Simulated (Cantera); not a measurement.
B₂O₃ + HF (oxide etching and cleaning by halides)

Charge: 1 mol B₂O₃, 1.1 mol HF, equilibrated at 0.110 bar.

Method: chemical equilibrium by Gibbs-energy minimisation in Cantera with the NASA 1993 tables (ideal gas, pure condensed phases). Candidate condensed phases: B, B₂O₃, B₃O₃H₃, H₂O; 43 gas species. Gases not in the tables: H₃BO₃. Rates play no part.

From 1150 K to 1450 K the condensed part is B₂O₃(l).

```json
[
 {"T (K)": "1150", "log p HF": "-1.42", "log p H₂O": "-1.37", "log p BF₃": "-1.60", "log p BOF": "-3.57", "log p B₃O₃F₃": "-2.50", "log p HBO₂": "-4.09", "n B₂O₃(l)": "0.842"},
 {"T (K)": "1200", "log p HF": "-1.39", "log p H₂O": "-1.39", "log p BF₃": "-1.62", "log p BOF": "-3.23", "log p B₃O₃F₃": "-2.50", "log p HBO₂": "-3.77", "n B₂O₃(l)": "0.846"},
 {"T (K)": "1250", "log p HF": "-1.36", "log p H₂O": "-1.41", "log p BF₃": "-1.64", "log p BOF": "-2.91", "log p B₃O₃F₃": "-2.51", "log p HBO₂": "-3.49", "n B₂O₃(l)": "0.848"},
 {"T (K)": "1300", "log p HF": "-1.34", "log p H₂O": "-1.43", "log p BF₃": "-1.67", "log p BOF": "-2.63", "log p B₃O₃F₃": "-2.53", "log p HBO₂": "-3.23", "n B₂O₃(l)": "0.848"},
 {"T (K)": "1350", "log p HF": "-1.33", "log p H₂O": "-1.45", "log p BF₃": "-1.71", "log p BOF": "-2.36", "log p B₃O₃F₃": "-2.55", "log p HBO₂": "-2.99", "n B₂O₃(l)": "0.844"},
 {"T (K)": "1400", "log p HF": "-1.32", "log p H₂O": "-1.48", "log p BF₃": "-1.75", "log p BOF": "-2.12", "log p B₃O₃F₃": "-2.59", "log p HBO₂": "-2.77", "n B₂O₃(l)": "0.835"},
 {"T (K)": "1450", "log p HF": "-1.33", "log p H₂O": "-1.51", "log p BF₃": "-1.82", "log p BOF": "-1.91", "log p B₃O₃F₃": "-2.65", "log p HBO₂": "-2.57", "n B₂O₃(l)": "0.817"}
]
```
log p: log10 of the partial pressure in bar; n: condensed amount in mol.
